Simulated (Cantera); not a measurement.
# Catalytic stagnation flow on Pt

A jet of 1.95 % H₂, 7.45 % O₂, 90.6 % N₂, equivalence ratio 0.13 at 300 K and 0.0200 bar hits a platinum plate 2.3 cm away at a mass flux of 0.098 kg/m²/s; the plate temperature is set and raised in steps from an oxygen-covered start.

Cantera simulation using Deutschmann's 1995 Pt surface mechanism with GRI-Mech 3.0 gas chemistry; the numbers are that mechanism's predictions, not measurements. Catalytic surfaces can have several steady states; this one follows from the mechanism file's or the stated starting coverage.

```
plate T (K)  wall x H₂  wall x O₂  wall x H₂O  wall x OH  θ free Pt   θ O*     θ OH*
-----------  ---------  ---------  ----------  ---------  ---------  -----  --------
600            0.00511     0.0591      0.0279      <1e-8      0.142  0.854   0.00368
650            0.00510     0.0591      0.0278      <1e-8      0.149  0.849   0.00246
700            0.00504     0.0591      0.0277      <1e-8      0.158  0.841   0.00174
750            0.00478     0.0589      0.0281      <1e-8      0.176  0.823   0.00133
800            0.00424     0.0583      0.0290      <1e-8      0.213  0.786   0.00109
850            0.00362     0.0577      0.0300    1.76e-8      0.269  0.730  0.000930
900            0.00309     0.0572      0.0309    5.70e-8      0.336  0.663  0.000800
950            0.00270     0.0568      0.0315    1.61e-7      0.407  0.592  0.000685
```
x: mole fraction at the wall; θ: surface coverage.
